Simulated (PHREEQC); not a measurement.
Make-up at 45 °C: 3.5 mol NaOH and 0.2 mol NaHCO3 per kg of water. Closed to the air; pH follows from the charge balance.

The numbers come from PHREEQC with the Pitzer model, pitzer.dat.

Each row changes one thing in this solution. Precipitation was switched off in this run.

```csv
case,pH,ionic strength (mol/kgw),HCO3- (mol/kgw)
as made,13.97,3.90,7.42e-6
diluted 100-fold with water,11.83,0.0390,[?]
NaHCO3 from 0.2 to 0.04 mol/kgw,[?],3.58,1.44e-6
diluted 5-fold with water,13.05,0.780,1.30e-5
NaOH replaced by NaCl at the same molality,[?],3.70,0.193
NaOH from 3.5 to 5.25 mol/kgw,[?],5.65,3.57e-6
```

Task: Fill in the missing entries.

Result: 
- diluted 100-fold with water, HCO3- (mol/kgw): 2.32e-5
- NaHCO3 from 0.2 to 0.04 mol/kgw, pH: 13.98
- NaOH replaced by NaCl at the same molality, pH: 7.29
- NaOH from 3.5 to 5.25 mol/kgw, pH: 14.36

Species that the database lacks are ignored. In brines, pH and single-ion activities rest on the MacInnes convention. Away from 25 °C the constants follow the database's enthalpies or fits; those with neither stay at their 25 °C values.
